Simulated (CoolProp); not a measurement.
The numbers come from the reference Helmholtz-energy equation of state, Platzer 1990 in CoolProp. This equation is an older, rougher fit; its heat capacities, sound speeds and derivatives of the liquid may be far off and weren't checked against measurements.

Problem. Give the vapour pressure (bar), vapour viscosity (µPa s), liquid conductivity (mW/(m K)) of saturated CF4 (R14) at -107.25, -96.85, -89.85 °C.

Solution. 
```csv
T (°C),p (bar),vapour viscosity (µPa s),liquid conductivity (mW/(m K))
-107.25,3.57,10.3,79.9
-96.85,5.95,11.2,72.2
-89.85,8.11,11.8,67.0
```

Viscosity comes from a separate model (Huber 2003), an estimate that may be off by 10 % or more. Thermal conductivity comes from a separate model (Huber 2003), an estimate that may be off by 10 % or more.
